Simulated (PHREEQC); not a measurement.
Make-up at 20 °C: 0.084 mol/kgw NH4HF2, 0.1 mol/kgw (NH4)2SiF6, 0.24 mol/kgw H3PO4 and 0.032 mol/kgw H2SO4. Closed to the air; pH follows from the charge balance.

Model: ion-association model, wateq4f.dat, run in PHREEQC.

```tsv
quantity	before	after
pH	1.51	1.56
ionic strength (mol/kgw)	0.426	0.126
H3PO4 (mol/kgw)	0.175	0.177
HF (mol/kgw)	0.0967	0.0989
H2PO4- (mol/kgw)	0.0647	0.0625
H2F2 (mol/kgw)	0.0321	0.0314
```

Name the change that produced these shifts.
A. diluted 100-fold with water
B. temperature from 20 to 55 °C
C. temperature from 20 to 30 °C
D. (NH4)2SiF6 left out
E. 0.025 mol/kgw NH3 added

D, (NH4)2SiF6 left out

This is a speciation only: nothing precipitates in the calculation. wateq4f.dat counts part of the HF as a dimer, H2F2, which phreeqc.dat doesn't know; its constant is uncertain. H3PO4, which wateq4f.dat lacks, is added to it with the constant of phreeqc.dat. SiF6-2 is the database's only silicon fluoride.
